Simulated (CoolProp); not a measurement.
Oxygen along the isobar 35.7 bar: fugacity coefficient from the reference equation and from simpler models built on Tc = 154.6 K, pc = 50.46 bar, ω = 0.022; each cubic takes its own stable root.

Values from CoolProp's reference Helmholtz-energy equation of state, Schmidt 1985.

| T (K) | phase | reference | van der Waals | Redlich-Kwong | Soave-Redlich-Kwong | Peng-Robinson |
|---|---|---|---|---|---|---|
| 83.3 | liquid | 0.01461 | 0.07325 | 0.009633 | 0.01413 | 0.01468 |
| 87.8 | liquid | 0.02442 | 0.09891 | 0.01777 | 0.02383 | 0.02443 |
| 92.2 | liquid | 0.03816 | 0.1288 | 0.02998 | 0.03753 | 0.03806 |
| 96.7 | liquid | 0.05737 | 0.1642 | 0.04798 | 0.05683 | 0.05710 |
| 101.1 | liquid | 0.08203 | 0.2037 | 0.07201 | 0.08175 | 0.08151 |
| 105.5 | liquid | 0.1132 | 0.2478 | 0.1033 | 0.1134 | 0.1124 |
| 110 | liquid | 0.1524 | 0.2973 | 0.1433 | 0.1533 | 0.1511 |
| 114.4 | liquid | 0.1982 | 0.3498 | 0.1908 | 0.2000 | 0.1964 |
| 118.9 | liquid | 0.2529 | 0.4073 | 0.2479 | 0.2558 | 0.2504 |
| 123.3 | liquid | 0.3140 | 0.4666 | 0.3116 | 0.3181 | 0.3105 |
| 127.8 | liquid | 0.3838 | 0.5298 | 0.3844 | 0.3890 | 0.3790 |
| 132.2 | liquid | 0.4588 | 0.5935 | 0.4619 | 0.4648 | 0.4522 |
| 136.6 | liquid | 0.5394 | 0.6581 | 0.5442 | 0.5457 | 0.5303 |
| 141.1 | liquid | 0.6265 | 0.7240 | 0.6315 | 0.6319 | 0.6138 |
